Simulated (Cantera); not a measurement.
A Cantera script and its output.

```python
import numpy as np
import cantera as ct

gas = ct.Solution("gri30.yaml")
gas.TPX = 1175, 101325, {'CO': 1, 'H2': 0.11, 'O2': 0.578, 'N2': 2.17}
reactor = ct.IdealGasConstPressureReactor(gas, energy="on", clone=False)
net = ct.ReactorNet([reactor])
net.rtol, net.atol = 1e-08, 1e-16
show = ['CO', 'H2', 'O2', 'NO2', 'O']
times = np.geomspace(2e-06, 8, 12)

steps = ct.SolutionArray(gas, extra=["t"])
rows = []
print(f"{'t/s':>10s}{'T/K':>9s}{'P/Pa':>11s}" + "".join(f"{s:>11s}" for s in show))
for t in times:
    while net.time < t:
        t_next = net.step()
        steps.append(gas.state, t=t_next)
    rows.append([np.interp(t, steps.t, y) for y in (steps.T, steps.P, *steps(*show).X.T)])
    print(f"{t:10.3e}{rows[-1][0]:9.1f}{rows[-1][1]:11.4g}" + "".join(f"{x:11.3e}" for x in rows[-1][2:]))
rate = np.gradient(steps.T, steps.t)
print("integrator steps:", len(steps.t))
if steps.T.max() > steps.T[0] + 200:
    print(f"time of steepest temperature rise: {steps.t[rate.argmax()]:.4e} s")
gas.TPX = 1175, 101325, {'CO': 1, 'H2': 0.11, 'O2': 0.578, 'N2': 2.17}
gas.equilibrate("HP")
print(f"equilibrium (HP): T = {gas.T:.1f} K  " + "  ".join(f"{s} {gas[s].X[0]:.3e}" for s in show))
```

It prints:

```
       t/s      T/K       P/Pa         CO         H2         O2        NO2          O
 2.000e-06   1175.0  1.013e+05  2.592e-01  2.851e-02  1.498e-01  1.695e-28  2.364e-09
 7.966e-06   1175.0  1.013e+05  2.592e-01  2.851e-02  1.498e-01  6.820e-26  1.047e-08
 3.173e-05   1175.0  1.013e+05  2.592e-01  2.851e-02  1.498e-01  4.129e-21  3.917e-07
 1.264e-04   1501.1  1.013e+05  2.074e-01  2.047e-03  1.017e-01  2.137e-09  2.333e-02
 5.032e-04   2394.4  1.013e+05  1.106e-01  2.319e-03  5.470e-02  1.056e-07  1.427e-02
 2.004e-03   2659.6  1.013e+05  8.463e-02  1.576e-03  4.302e-02  1.278e-06  6.675e-03
 7.983e-03   2659.4  1.013e+05  8.358e-02  1.565e-03  3.962e-02  3.399e-06  6.039e-03
 3.179e-02   2657.9  1.013e+05  8.355e-02  1.567e-03  3.905e-02  3.778e-06  5.952e-03
 1.266e-01   2657.9  1.013e+05  8.355e-02  1.567e-03  3.905e-02  3.778e-06  5.952e-03
 5.043e-01   2657.9  1.013e+05  8.355e-02  1.567e-03  3.905e-02  3.778e-06  5.952e-03
 2.009e+00   2657.9  1.013e+05  8.355e-02  1.567e-03  3.905e-02  3.778e-06  5.952e-03
 8.000e+00   2657.9  1.013e+05  8.355e-02  1.567e-03  3.905e-02  3.778e-06  5.952e-03
integrator steps: 1391
time of steepest temperature rise: 1.1154e-04 s
equilibrium (HP): T = 2657.9 K  CO 8.355e-02  H2 1.567e-03  O2 3.905e-02  NO2 3.778e-06  O 5.952e-03
```

Cantera simulation using GRI-Mech 3.0 (53 species, 325 reactions); the numbers are that mechanism's predictions, not measurements.
